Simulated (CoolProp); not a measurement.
Computed with CoolProp (reference Helmholtz-energy equation of state, Lemmon 2003). It is a pseudo-pure fit of the blend.

For R507A, give the phase and the Joule-Thomson coefficient (K/MPa), expansivity (1/kK), Prandtl number at -17.75 °C and 0.544 MPa; -17.75 °C and 17.2 MPa.


- -17.75 °C and 0.544 MPa: liquid; Joule-Thomson coefficient -0.163, expansivity 2.89, Prandtl number 3.77
- -17.75 °C and 17.2 MPa: liquid; Joule-Thomson coefficient -0.287, expansivity 2.12, Prandtl number 4.20

Viscosity comes from a separate model (Geller 2000). Thermal conductivity comes from a separate model (Geller 2001).
